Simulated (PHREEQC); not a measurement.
NaCl is added in steps, without added water, to 1 kg of water holding 0.22 mol KHSO4, at 46 °C. Oxygen is held at 0.21 atm. CO2 from the air is kept out. Only these solids could form: Halite, Mirabilite.

Base run: PHREEQC, ion-association model, wateq4f.dat. Each further column changes one thing. The table gives pH.

| NaCl added (mol) | base | 0.036 mol/kgw CuCl2 added | 0.15 mol/kgw KCl added | diluted 10-fold with water | no solid may form |
|---|---|---|---|---|---|
| 0 | 1.26 | 1.23 | 1.22 | 1.99 | 1.26 |
| 0.03667 | 1.25 | 1.22 | 1.22 | 1.97 | 1.25 |
| 0.09167 | 1.24 | 1.22 | 1.21 | 1.96 | 1.24 |
| 0.1283 | 1.23 | 1.21 | 1.20 | 1.95 | 1.23 |
| 0.1833 | 1.23 | 1.21 | 1.20 | 1.94 | 1.23 |
| 0.22 | 1.22 | 1.20 | 1.19 | 1.94 | 1.22 |
| 0.2567 | 1.22 | 1.20 | 1.19 | 1.93 | 1.22 |
| 0.3117 | 1.21 | 1.19 | 1.18 | 1.93 | 1.21 |
| 0.3483 | 1.20 | 1.19 | 1.18 | 1.92 | 1.20 |
| 0.4033 | 1.20 | 1.18 | 1.17 | 1.92 | 1.20 |
| 0.44 | 1.19 | 1.18 | 1.17 | 1.92 | 1.19 |

The ionic strength passes 0.7 mol/kgw, the rough limit of the ion-association models, in part of: base; 0.036 mol/kgw CuCl2 added; 0.15 mol/kgw KCl added; no solid may form. At this temperature some constants are extrapolated from 25 °C, and those without enthalpy data are left unchanged. Solids allowed in the column '0.036 mol/kgw CuCl2 added': Tenorite, Brochantite, Antlerite, Atacamite, Halite, Mirabilite, Chalcanthite.
